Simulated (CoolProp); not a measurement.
Vapour-liquid equilibrium of chloromethane (R40) (1) + isobutene (2) at 86.6 kPa; x and y are mole fractions of (1).

The numbers come from the multi-fluid Helmholtz-energy mixture model, Thol 2014 and Lemmon 2005; pair parameters Bell 2016 in CoolProp.

| x | bubble temperature, mixture model (°C) | bubble temperature, Raoult's law (°C) | y, mixture model | y, Raoult's law |
|---|---|---|---|---|
| 0.05 | -12.9 | -12.1 | 0.119 | 0.095 |
| 0.2 | -17.3 | -15.4 | 0.370 | 0.335 |
| 0.35 | -20.3 | -18.3 | 0.536 | 0.522 |
| 0.5 | -22.5 | -20.8 | 0.662 | 0.670 |
| 0.65 | -24.3 | -23.1 | 0.769 | 0.791 |
| 0.8 | -25.8 | -25.1 | 0.869 | 0.891 |
| 0.95 | -27.1 | -26.9 | 0.967 | 0.975 |

The largest gap from Raoult's law is -2.0 K in bubble temperature, at x = 0.35. No azeotrope shows between x = 0.05 and 0.95.

Pair parameters are fitted to limited data, so mixtures are less certain than the pure fluids.
